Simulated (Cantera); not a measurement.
Cantera with NASA thermochemical tables; ideal gases at 1 bar, condensed phases pure. Values are per mole of reaction as written; species without (g) are pure solids or liquids, kept so even where they would boil at 1 bar.

O(g) + BaF2 → BaO + 2 F(g)

```tsv
T (K)	ΔH° (kJ)	ΔS° (J/K)	ΔG° (kJ)	log10 K
450	569.6	131.2	510.6	-59.27
525	569.3	130.6	500.8	-49.82
600	(withheld)	(withheld)	(withheld)	(withheld)
675	568.5	129.3	481.3	-37.24
750	568.0	128.5	471.6	-32.84
825	567.4	127.7	462.0	-29.25
900	566.6	126.8	452.4	-26.26
975	(withheld)	(withheld)	(withheld)	(withheld)
1050	564.5	124.7	433.6	-21.57
1125	(withheld)	(withheld)	(withheld)	(withheld)
1200	559.0	119.8	415.2	-18.07
```

Q: Fill in the missing entries.

A: 
- 600, ΔH° (kJ): 569.0
- 600, ΔS° (J/K): 130.0
- 600, ΔG° (kJ): 491.0
- 600, log10 K: -42.74
- 975, ΔH° (kJ): 565.7
- 975, ΔS° (J/K): 125.9
- 975, ΔG° (kJ): 443.0
- 975, log10 K: -23.73
- 1125, ΔH° (kJ): 562.2
- 1125, ΔS° (J/K): 122.6
- 1125, ΔG° (kJ): 424.3
- 1125, log10 K: -19.70
